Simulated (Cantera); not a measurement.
A Cantera script and its output.

```python
import numpy as np
import cantera as ct

gas = ct.Solution("gri30.yaml")
gas.TPX = 525, 92000, {'H2': 1, 'O2': 0.417, 'N2': 1.75, 'H2O': 0.076}
inlet = ct.Reservoir(gas, clone=True)
gas.equilibrate("HP")  # start burning
reactor = ct.IdealGasConstPressureReactor(gas, energy="on", clone=False)
exhaust = ct.Reservoir(gas, clone=True)
tau = [0.044, 0.025, 0.014, 0.0075, 0.0042, 0.0023, 0.0013, 0.00071, 0.00039, 0.00022, 0.00012, 6.7e-05, 3.7e-05][0]
for a, b in ((inlet, reactor), (reactor, exhaust)):
    ct.MassFlowController(a, b, mdot=lambda t: reactor.mass / tau)
net = ct.ReactorNet([reactor])
show = ['H2', 'O2', 'H2O', 'NO', 'OH']

rows = []
print(f"{'tau/s':>10s}{'T/K':>9s}" + "".join(f"{s:>11s}" for s in show))
for tau in [0.044, 0.025, 0.014, 0.0075, 0.0042, 0.0023, 0.0013, 0.00071, 0.00039, 0.00022, 0.00012, 6.7e-05, 3.7e-05]:
    net.initial_time = 0.0
    net.advance(30 * tau)
    before = gas.X
    net.advance(40 * tau)
    drift = np.max(np.abs(gas.X - before) / (gas.X + 1e-9))
    rows.append([gas.T, *gas[show].X, drift])
    print(f"{tau:10.3e}{gas.T:9.1f}" + "".join(f"{x:11.3e}" for x in gas[show].X))
```

Output:

```
     tau/s      T/K         H2         O2        H2O         NO         OH
 4.400e-02   2352.2  6.007e-02  5.868e-04  3.137e-01  4.904e-04  4.490e-03
 2.500e-02   2340.6  6.032e-02  7.777e-04  3.124e-01  4.351e-04  5.102e-03
 1.400e-02   2323.4  6.073e-02  1.085e-03  3.104e-01  3.653e-04  5.941e-03
 7.500e-03   2296.9  6.143e-02  1.595e-03  3.074e-01  2.835e-04  7.078e-03
 4.200e-03   2263.1  6.238e-02  2.296e-03  3.036e-01  2.119e-04  8.312e-03
 2.300e-03   2216.5  6.369e-02  3.314e-03  2.985e-01  1.504e-04  9.682e-03
 1.300e-03   2160.2  6.519e-02  4.592e-03  2.926e-01  1.078e-04  1.093e-02
 7.100e-04   2086.8  6.692e-02  6.301e-03  2.853e-01  7.831e-05  1.201e-02
 3.900e-04   2000.3  6.859e-02  8.349e-03  2.772e-01  6.022e-05  1.264e-02
 2.200e-04   1906.1  7.001e-02  1.064e-02  2.690e-01  4.811e-05  1.269e-02
 1.200e-04   1796.1  7.141e-02  1.349e-02  2.599e-01  3.697e-05  1.208e-02
 6.700e-05   1682.4  7.334e-02  1.691e-02  2.504e-01  2.664e-05  1.085e-02
 3.700e-05   1559.4  7.830e-02  2.199e-02  2.385e-01  1.680e-05  9.033e-03
```

Model: GRI-Mech 3.0 (53 species, 325 reactions), integrated in Cantera.
